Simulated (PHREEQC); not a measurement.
A made-up water analysis in mg/kgw, 25 °C, pH 1.96, pe 12.1:

```json
[
 {"constituent": "Na", "mg/kgw": "1300"},
 {"constituent": "K", "mg/kgw": "155"},
 {"constituent": "Ca", "mg/kgw": "558"},
 {"constituent": "Mg", "mg/kgw": "130"},
 {"constituent": "Cl", "mg/kgw": "299"},
 {"constituent": "S(6) as SO4", "mg/kgw": "4800"},
 {"constituent": "Zn", "mg/kgw": "9.83"},
 {"constituent": "Pb", "mg/kgw": "13.5"},
 {"constituent": "Mn(2)", "mg/kgw": "34.2"},
 {"constituent": "Si as SiO2", "mg/kgw": "1.51"},
 {"constituent": "Fe(3)", "mg/kgw": "39.4"}
]
```

Valence states are taken as typed.

Model: ion-association model, wateq4f.dat, run in PHREEQC.

### Question
The ionic strength comes out as 0.123 mol/kgw. What activity coefficients do Na+, Fe+3, Pb+2, FeSO4+, KSO4- get?

### Answer
Na+ 0.77, Fe+3 0.16, Pb+2 0.35, FeSO4+ 0.77, KSO4- 0.78.

No solid was allowed to form. The solution is supersaturated, for example in Anglesite, Hematite (slow to form), so a real one may precipitate; this is no full list. Complexes and solids missing from the database can't appear.
